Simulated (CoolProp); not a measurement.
A closed Brayton cycle with dry air: compressor inlet 325.15 K and 7.5 MPa, high pressure 23.6 MPa, turbine inlet 915 K, compressor efficiency 0.85, turbine efficiency 0.85, recuperator effectiveness 0.8 (on enthalpy, no pinch check). Each further row changes one setting.

The numbers come from the reference Helmholtz-energy equation of state, Lemmon 2000 in CoolProp. It is a pseudo-pure fit of the blend.

```csv
case,thermal efficiency (%),net work (kJ/kg),compressor to turbine work,compressor exit (K),turbine exit (K)
as stated,26.5,76.3,0.67,474.7,714.2
turbine inlet 865 K,23.8,63.6,0.71,474.7,673.4
compressor inlet 335.15 K,25.0,71.2,0.69,489.0,714.2
high pressure 20.1 MPa,27.0,73.0,0.64,450.8,739.2
recuperator effectiveness 0.5,20.9,76.3,0.67,474.7,714.2
```
